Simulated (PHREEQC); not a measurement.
Solution (25 °C): 1 mmol/kgw Sr(NO3)2. It is in equilibrium with CO2 at log p = -3.4 (atm). Otherwise closed; pH follows from the charge balance.

Model: ion-association model, phreeqc.dat, run in PHREEQC.

**Question.** The ionic strength comes out as 0.00300 mol/kgw. What activity coefficients do NO3-, H+, HCO3-, Sr+2 get?

**Answer.** NO3- 0.94, H+ 0.95, HCO3- 0.94, Sr+2 0.79.

Precipitation was switched off in this run.
